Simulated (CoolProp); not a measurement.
Vapour pressure (bar) of carbonyl sulfide: the reference equation beside estimates from Tc = 378.8 K, pc = 63.69 bar, ω = 0.098. Clausius-Clapeyron is anchored at 266 K with a constant enthalpy of vaporisation of 16.61 kJ/mol.

Values from CoolProp's reference Helmholtz-energy equation of state, Lemmon 2006. It is a short technical equation, of lower accuracy than the large ones.

| T (K) | reference | Clausius-Clapeyron | van der Waals | Redlich-Kwong | Soave-Redlich-Kwong |
|---|---|---|---|---|---|
| 250.5 | 3.107 | 3.283 | 9.494 | 3.383 | 3.091 |
| 253.1 | 3.406 | 3.563 | 10.03 | 3.715 | 3.392 |
| 255.7 | 3.727 | 3.861 | 10.58 | 4.070 | 3.715 |
| 258.3 | 4.070 | 4.177 | 11.16 | 4.449 | 4.060 |
| 260.8 | 4.422 | 4.499 | 11.73 | 4.837 | 4.414 |
| 263.4 | 4.811 | 4.852 | 12.34 | 5.267 | 4.807 |
| 266 | 5.226 | 5.226 | 12.98 | 5.723 | 5.225 |
| 268.6 | 5.666 | 5.620 | 13.64 | 6.207 | 5.669 |
| 271.2 | 6.134 | 6.036 | 14.31 | 6.720 | 6.142 |
| 273.8 | 6.630 | 6.473 | 15.01 | 7.262 | 6.643 |
| 276.4 | 7.154 | 6.933 | 15.73 | 7.835 | 7.174 |
| 278.9 | 7.687 | 7.397 | 16.45 | 8.416 | 7.713 |
| 281.5 | 8.271 | 7.903 | 17.21 | 9.051 | 8.305 |
| 284.1 | 8.887 | 8.434 | 18.00 | 9.720 | 8.930 |

Absolute difference from the reference over all 14 rows, mean and median: Clausius-Clapeyron 2.9 and 2.9 %, van der Waals 148.1 and 144.6 %, Redlich-Kwong 9.4 and 9.5 %, Soave-Redlich-Kwong 0.3 and 0.3 %.
